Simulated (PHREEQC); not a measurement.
A solution holds 0.091 mol/kgw H2SO4 and 0.00062 mol/kgw NaCl, at 25 °C. Closed to the air; pH follows from the charge balance.

The numbers come from PHREEQC with the ion-association model, phreeqc.dat.

| quantity | before | after |
|---|---|---|
| pH | 1.05 | 1.03 |
| ionic strength (mol/kgw) | 0.129 | 0.204 |

Q: Which change was made?
A) temperature from 25 to 65 °C
B) NaCl from 0.00062 to 0.00093 mol/kgw
C) NaCl left out
D) 0.031 mol/kgw CuCl2 added
E) NaCl replaced by FeCl3 at the same molality

A: D, 0.031 mol/kgw CuCl2 added

No solid was allowed to form.
